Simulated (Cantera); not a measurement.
Feed: 1 mol n-butane, 0.052 mol CO2, 0.48 mol N2, at 94.0 Pa.

Equilibrium computed with Cantera from the NASA thermochemical tables; the gas is ideal and each condensed phase is pure. Candidate condensed phases: C, C6H6, C7H8, C8H18, H2O; 136 gas species. Equilibrium is a limit: real reactors are often held back by kinetics, nucleation or transport. All values below are at 2298 K.

Base state: H2 0.649, H 0.252, N2 0.0703, CO 0.0163, HCN 0.00873, C2H2 (acetylene) 0.00278, HNC 0.000793, CN 0.000143 (mole fractions); condensed: C(graphite).

Question: What changes in the equilibrium state with this change: pressure from 94.0 Pa to 101000 Pa?

Answer: 
```tsv
species	before	after
H2	0.649	0.877
N2	0.0703	0.0797
CO	0.0163	0.0185
H	0.252	0.00891
HCN	0.00873	0.0108
CH4	8.51e-8	0.000168
C3	1.71e-5	1.59e-8
CH3	6.20e-7	3.20e-5
CN	0.000143	4.65e-6
C(graphite), mol	3.85	3.84
```

Question: What changes in the equilibrium state with this change: 1.7 mol H2S added?

Answer: 
```tsv
species	before	after
H2	0.649	0.540
H	0.252	0.230
CS	0	0.161
N2	0.0703	0.0439
CO	0.0163	0.0103
S	0	0.00513
SH	0	0.000843
CS2	0	0.000314
C(graphite), mol	3.85	2.19
```
Further candidate phases: H2SO4, S.

Question: What changes in the equilibrium state with this change: CO2 from 0.052 to 1.4 mol?

Answer: 
```csv
species,before,after
H2,0.649,0.434
CO,0.0163,0.303
H,0.252,0.206
N2,0.0703,0.0487
C2H2 (acetylene),0.00278,0.00186
HCN,0.00873,0.00594
HNC,0.000793,0.000539
C2H,4.84e-5,3.96e-5
CN,0.000143,0.000119
"C(graphite), mol",3.85,2.50
```
